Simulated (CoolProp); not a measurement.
Vapour-liquid equilibrium of n-pentane (1) + acetone (2) at 432.9 K; x and y are mole fractions of (1).

Computed with CoolProp (multi-fluid Helmholtz-energy mixture model, Thol 2019 and Lemmon 2006; pair parameters Bell 2016).

| x | bubble pressure, mixture model (MPa) | bubble pressure, Raoult's law (MPa) | y, mixture model | y, Raoult's law |
|---|---|---|---|---|
| 0.05 | 1.511 | 1.403 | 0.108 | 0.067 |
| 0.15 | 1.723 | 1.453 | 0.259 | 0.194 |
| 0.25 | 1.878 | 1.503 | 0.363 | 0.313 |
| 0.35 | 1.989 | 1.554 | 0.445 | 0.424 |
| 0.45 | 2.066 | 1.604 | 0.516 | 0.528 |
| 0.55 | 2.114 | 1.654 | 0.583 | 0.625 |
| 0.65 | 2.133 | 1.705 | 0.653 | 0.717 |
| 0.75 | 2.119 | 1.755 | 0.729 | 0.804 |
| 0.85 | 2.065 | 1.806 | 0.818 | 0.886 |
| 0.95 | 1.959 | 1.856 | 0.930 | 0.963 |

The largest gap from Raoult's law is +28.8 % in bubble pressure, at x = 0.45. y crosses x between x = 0.65 and 0.75: the model has an azeotrope there.

Pair parameters are fitted to limited data, so mixtures are less certain than the pure fluids.
